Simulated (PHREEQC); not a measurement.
Solution (25 °C): 0.22 mol KOH, 0.01 mol NaAlO2 and 0.0036 mol K2CO3 per kg of water. Closed to the air; pH follows from the charge balance.

All values are PHREEQC results (ion-association model, phreeqc.dat), not measurements.

```
quantity                    before     after
------------------------  --------  --------
pH                           13.18     13.17
ionic strength (mol/kgw)     0.240     0.282
NaCO3- (mol/kgw)          0.000182  0.000811
NaHCO3 (mol/kgw)           5.41e-9   2.42e-8
```

Task: Which change was made?
(A) NaAlO2 replaced by NaHSO4 at the same molality
(B) K2CO3 from 0.0036 to 0.018 mol/kgw
(C) K2CO3 from 0.0036 to 0.00324 mol/kgw
(D) KOH from 0.22 to 0.44 mol/kgw
(E) temperature from 25 to 50 °C

Result: B, K2CO3 from 0.0036 to 0.018 mol/kgw

No solid was allowed to form.
